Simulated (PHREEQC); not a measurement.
Consider water at 20 °C with 0.07 mol HF, 5e-05 mol KF and 0.012 mol HCl per kg of water. It is in equilibrium with CO2 at log p = -3.5 (atm). Otherwise closed; pH follows from the charge balance.

The numbers come from PHREEQC with the ion-association model, phreeqc.dat.

This is a speciation only: nothing precipitates in the calculation.

Task: Order these F species by the share of F that they hold, largest first: HF, F-, HF2-.

Result: HF (92 %), F- (5.2 %), HF2- (2.5 %)

The pH is 1.83 and the ionic strength 0.0165 mol/kgw.
